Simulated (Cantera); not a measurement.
A Cantera script and what it prints.

```python
import numpy as np
import cantera as ct

gas_names = [...]  # 110 gases of nasa_gas.yaml made of C, H, O
cond_names = """
    C(gr) C6H6(L) C7H8(L) C8H18(L),n-octa H2O(s) H2O(L)
""".split()


# ... load() reads the species with a 1 bar reference pressure and builds the phases ...
atoms = {
    'CO': {'C': 1, 'O': 1},
    'CO2': {'C': 1, 'O': 2},
    'H2': {'H': 2},
}
top_T = {'C(gr)': 4500}  # K; cautious upper limits of use, not melting points


# ... equilibrate(T, P, feed) seeds the gas with the atoms and calls Mixture.equilibrate('TP', solver="vcs", rtol=1e-11, max_steps=5000) ...
results = []
feed = {'CO': 1, 'CO2': 0.95, 'H2': 35}  # mol
P = 100000  # Pa
for T in [998, 1073, 1148, 1223, 1298, 1373, 1448, 1523, 1598, 1673, 1748, 1823, 1898, 1973]:
    mix = equilibrate(T, P, feed)
    results.append((T, P, feed, dict(zip(mix.species_names, mix.species_moles))))

top = {s: max(r[3][s] / sum(r[3][g] for g in gas_names) for r in results) for s in gas_names}
cols = sorted((s for s in top if top[s] > 0.0001), key=lambda s: -top[s])[:8]
seen = [c for c in cond_names if any(r[3].get(c, 0) > 1e-12 for r in results)]
print("log10 of partial pressures in bar; condensed amounts in mol")
print(f"{'T/K':>10s}" + "".join(f"{s[:9]:>10s}" for s in cols + seen))
for T, P, feed, n in results:
    ng = sum(n[g] for g in gas_names)
    print(f"{T:10.4g}" + "".join(f"{np.log10(max(n[s] / ng * P / 1e5, 1e-99)):10.3f}" for s in cols)
          + "".join(f"{n.get(c, 0):10.4g}" for c in seen))
```

Output:

```
log10 of partial pressures in bar; condensed amounts in mol
       T/K        H2        CO       H2O       CH4       CO2         H
       998    -0.046    -1.495    -1.346    -1.686    -2.634    -8.690
      1073    -0.038    -1.345    -1.508    -2.176    -2.780    -7.873
      1148    -0.036    -1.301    -1.580    -2.770    -2.917    -7.163
      1223    -0.035    -1.289    -1.599    -3.368    -3.017    -6.540
      1298    -0.035    -1.285    -1.601    -3.920    -3.096    -5.988
      1373    -0.035    -1.284    -1.601    -4.416    -3.163    -5.495
      1448    -0.035    -1.283    -1.600    -4.861    -3.222    -5.053
      1523    -0.035    -1.282    -1.599    -5.263    -3.274    -4.654
      1598    -0.035    -1.282    -1.598    -5.626    -3.321    -4.292
      1673    -0.035    -1.281    -1.597    -5.956    -3.363    -3.961
      1748    -0.035    -1.281    -1.597    -6.256    -3.400    -3.659
      1823    -0.036    -1.281    -1.596    -6.531    -3.434    -3.381
      1898    -0.036    -1.281    -1.596    -6.784    -3.464    -3.125
      1973    -0.036    -1.281    -1.596    -7.017    -3.492    -2.888
```

Cantera equilibrium calculation (NASA polynomials, part measured and part estimated; ideal gas, pure solids and liquids).
